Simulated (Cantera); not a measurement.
A freely propagating, adiabatic, planar premixed flame of C2H4 : O2 : N2 : CO2 = 1 : 2 : 9 : 0.55 (molar parts), unburnt at 350 K and 1.00 atm; mixture-averaged transport, grid criteria slope 0.08 and curve 0.16, no radiation.

Model: GRI-Mech 3.0 (53 species, 325 reactions), integrated in Cantera. GRI-Mech 3.0 was tuned for natural gas; its chemistry of ethylene as a main component is partial and can be far from experiment. Burning velocities carry a grid error of a few per cent, more on coarse grids.

Question: What does this change do: C2H4 1 to 0.78 parts?

Answer: 
| quantity | before | after |
|---|---|---|
| laminar burning velocity | 49.8 cm/s | 70.0 cm/s |
| thermal thickness | 0.382 mm | 0.307 mm |
| peak x(CH4) | 0.00239 | 0.00166 |
| peak x(C2H) | 3.47e-6 | 2.55e-6 |
| peak x(HCN) | 2.73e-5 | 4.38e-6 |
